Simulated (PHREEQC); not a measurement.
Dissolve 0.36 mol/kgw CuSO4, 0.00013 mol/kgw HBF4 and 0.032 mol/kgw Na2SO4 at 25 °C. Closed to the air; pH follows from the charge balance.

The numbers come from PHREEQC with the ion-association model, phreeqc.dat.

Precipitation was switched off in this run.

Task: Predict the pH, activity of water, density.

Result: pH 4.01; activity of water 0.990; density 1.057 g/cm³.

Task: In which forms is S present?

Result: CuSO4 51 %, SO4-2 46 %, NaSO4- 2.4 % of the S.

Ionic strength above about 0.7 mol/kgw puts this run outside the model's range. Real BF4- forms and hydrolyses slowly; the run takes it at equilibrium.
